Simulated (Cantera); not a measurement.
Input (Python, Cantera) and output of one run.

```python
import numpy as np
import cantera as ct

gas_names = """
    H HO2 H2 H2O H2O2 O OH O2 O3 Ta TaO TaO2
""".split()
cond_names = """
    H2O(s) H2O(L) Ta(cr) Ta(L) Ta2O5(s) Ta2O5(L)
""".split()


# ... load() reads the species with a 1 bar reference pressure and builds the phases ...
atoms = {
    'Ta2O5': {'Ta': 2, 'O': 5},
    'H2': {'H': 2},
}
top_T = {}  # K; cautious upper limits of use, not melting points


# ... equilibrate(T, P, feed) seeds the gas with the atoms and calls Mixture.equilibrate('TP', solver="vcs", rtol=1e-11, max_steps=5000) ...
results = []
T = 2173.15  # K
P = 1333.22  # Pa
for m in [110, 140, 180, 230, 300, 380, 490, 630, 810, 1000, 1400, 1700, 2200]:
    feed = {'Ta2O5': 1, 'H2': m}  # mol
    mix = equilibrate(T, P, feed)
    results.append((T, P, feed, dict(zip(mix.species_names, mix.species_moles))))

top = {s: max(r[3][s] / sum(r[3][g] for g in gas_names) for r in results) for s in gas_names}
cols = sorted((s for s in top if top[s] > 0.001), key=lambda s: -top[s])[:9]
seen = [c for c in cond_names if any(r[3].get(c, 0) > 1e-12 for r in results)]
print("log10 of partial pressures in bar; condensed amounts in mol")
print(f"{'n(H2)':>10s}" + "".join(f"{s[:9]:>10s}" for s in cols + seen))
for T, P, feed, n in results:
    ng = sum(n[g] for g in gas_names)
    print(f"{feed['H2']:10.4g}" + "".join(f"{np.log10(max(n[s] / ng * P / 1e5, 1e-99)):10.3f}" for s in cols)
          + "".join(f"{n.get(c, 0):10.4g}" for c in seen))
```

It prints:

```
log10 of partial pressures in bar; condensed amounts in mol
     n(H2)        H2         H       H2O      TaO2    Ta(cr)  Ta2O5(L)
       110    -1.895    -3.264    -4.365    -4.845    0.1076    0.8737
       140    -1.895    -3.264    -4.365    -4.845    0.1369    0.8392
       180    -1.895    -3.264    -4.365    -4.845    0.1761    0.7933
       230    -1.895    -3.264    -4.365    -4.845     0.225    0.7359
       300    -1.895    -3.264    -4.365    -4.845    0.2935    0.6555
       380    -1.895    -3.264    -4.365    -4.845    0.3717    0.5636
       490    -1.895    -3.264    -4.365    -4.845    0.4793    0.4373
       630    -1.895    -3.264    -4.365    -4.845    0.6163    0.2765
       810    -1.895    -3.264    -4.365    -4.845    0.7924   0.06978
      1000    -1.895    -3.264    -4.409    -4.933    0.9036         0
      1400    -1.895    -3.263    -4.518    -5.153     1.026         0
      1700    -1.894    -3.263    -4.584    -5.285     1.094         0
      2200    -1.894    -3.263    -4.673    -5.464     1.179         0
```

Equilibrium computed with Cantera from the NASA thermochemical tables; the gas is ideal and each condensed phase is pure. Mutual solubility and eutectic melting of coexisting phases are not modelled. Condensed phases not in the tables: N, O or C dissolved in the metal.
